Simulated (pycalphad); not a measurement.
An equivalent pycalphad script:

```python
from pycalphad import Database, equilibrium, calculate, variables as v
import numpy as np
db = Database('COST507.tdb')
comps = ['SI', 'AL', 'VA']
phases = ['DIAMOND_A4', 'FCC_A1', 'LIQUID']
eq = equilibrium(db, comps, phases, {v.X('AL'): 0.124, v.T: np.arange(2350, 499, -50), v.P: 101325, v.N: 1}, output=['HM', 'SM'])
```

Computed with pycalphad from the COST 507 light-alloy database (1999), at 1 atm. These are 1990s assessments: newer ones move some temperatures and phases. Phase fractions are per mole of atoms.

Results at three of the temperatures:

```
T = 2350.00 K, P = 101325 Pa, N = 1 mol of atoms
G = -144601 J/mol, H = 99699 J/mol, S = 103.96 J/(mol K)  (SER reference)
chemical potentials (J/mol): Si -134748, Al -214207
phase             fraction      x(Si)      x(Al)
LIQUID              1.0000     0.8760     0.1240
```

```
T = 1850.00 K, P = 101325 Pa, N = 1 mol of atoms
G = -94217 J/mol, H = 85819 J/mol, S = 97.32 J/(mol K)  (SER reference)
chemical potentials (J/mol): Si -85437, Al -156240
phase             fraction      x(Si)      x(Al)
LIQUID              1.0000     0.8760     0.1240
```

```
T = 1050.00 K, P = 101325 Pa, N = 1 mol of atoms
G = -34898 J/mol, H = 21817 J/mol, S = 54.01 J/(mol K)  (SER reference)
chemical potentials (J/mol): Si -32780, Al -49859
phase             fraction      x(Si)      x(Al)
DIAMOND_A4          0.8330     1.0000   1.11e-05
LIQUID              0.1670     0.2577     0.7423
```

Changes of the phase set, refined by bisection:

```csv
T (K),phases above,phases below
1625.5,liquid,diamond (Si) + liquid
850.1,diamond (Si) + liquid,diamond (Si) + fcc
```

DIAMOND_A4 is diamond (Si).
